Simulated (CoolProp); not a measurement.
The fluid at 298.15 K and 2.58 MPa is throttled through a valve to 0.523 MPa with no heat exchange. The same conditions are run with several fluids, on thermodynamics alone (safety and materials aside).

Computed with CoolProp (reference Helmholtz-energy equation of state of each fluid (nitrous oxide: Lemmon 2006; ethylene: Smukala 2000; nitrogen: Span 2000; CF4 (R14): Platzer 1990; dry air: Lemmon 2000)). The equations of Platzer and Polt are older, rougher fits. Blends and air are pseudo-pure fits.

Task: Rank nitrous oxide, ethylene, nitrogen, CF4 (R14), dry air by temperature change (K), highest first.

Result: nitrogen (-4.3), dry air (-4.5), CF4 (R14) (-11.8), ethylene (-24.4), nitrous oxide (-25.8)

```json
[
 {"fluid": "nitrous oxide", "final density (kg/m³)": "10.6"},
 {"fluid": "ethylene", "final density (kg/m³)": "6.71"},
 {"fluid": "nitrogen", "final density (kg/m³)": "6.00"},
 {"fluid": "CF4 (R14)", "final density (kg/m³)": "19.8"},
 {"fluid": "dry air", "final density (kg/m³)": "6.22"}
]
```
